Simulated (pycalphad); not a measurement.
Source of the numbers: pycalphad with the COST 507 light-alloy database (1999); pressure 1 atm. The database dates from 1999; later assessments differ in places, in temperatures and in the compounds included. Amounts are mole fractions of atoms.

Task: Give the equilibrium state of Al-3.392C (wt.%) at 1152 °C.

Result: 
```
T = 1425.00 K, P = 101325 Pa, N = 1 mol of atoms
G = -75898 J/mol, H = 36074 J/mol, S = 78.58 J/(mol K)  (SER reference)
chemical potentials (J/mol): Al -76497, C -68312
phase             fraction      x(Al)       x(C)
LIQUID              0.8295     1.0000   4.24e-05
AL4C3               0.1705     0.5714     0.4286
```

Task: Give the equilibrium state of Al-3.392C (wt.%) at 352 °C.

Result: 
```
T = 625.00 K, P = 101325 Pa, N = 1 mol of atoms
G = -24701 J/mol, H = 2965 J/mol, S = 44.27 J/(mol K)  (SER reference)
chemical potentials (J/mol): Al -21169, C -69490
phase             fraction      x(Al)       x(C)
FCC_A1              0.8294     1.0000    1.8e-14
AL4C3               0.1706     0.5714     0.4286
```

Database names, with the compositions (at.%) that they take in these runs: AL4C3: Al 57 C 43. FCC_A1 is fcc.
